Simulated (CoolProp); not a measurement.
R11 along the isotherm 10.85 °C: Z from the reference equation and from simpler models built on Tc = 198.0 °C, pc = 4.408 MPa, ω = 0.189; each cubic takes its own stable root.

The numbers come from the reference Helmholtz-energy equation of state, Jacobsen 1992 in CoolProp.

| p (MPa) | phase | reference | van der Waals | Redlich-Kwong |
|---|---|---|---|---|
| 2.2 | liquid | 0.08451 | 0.1332 | 0.09092 |
| 4.41 | liquid | 0.1688 | 0.2641 | 0.1812 |
| 6.61 | liquid | 0.2523 | 0.3921 | 0.2701 |
| 8.82 | liquid | 0.3356 | 0.5187 | 0.3586 |
| 11 | liquid | 0.4173 | 0.6421 | 0.4451 |
| 13.2 | liquid | 0.4993 | 0.7651 | 0.5318 |
| 15.4 | liquid | 0.5809 | [?] | [?] |
| 17.6 | liquid | 0.6621 | [?] | [?] |
| 19.8 | liquid | 0.7429 | 1.127 | 0.7880 |
| 22 | liquid | 0.8234 | [?] | 0.8723 |

Problem. Some entries are withheld; supply them.

Solution. 
- 15.4, van der Waals: 0.8869
- 15.4, Redlich-Kwong: 0.6177
- 17.6, van der Waals: 1.008
- 17.6, Redlich-Kwong: 0.7031
- 22, van der Waals: 1.246
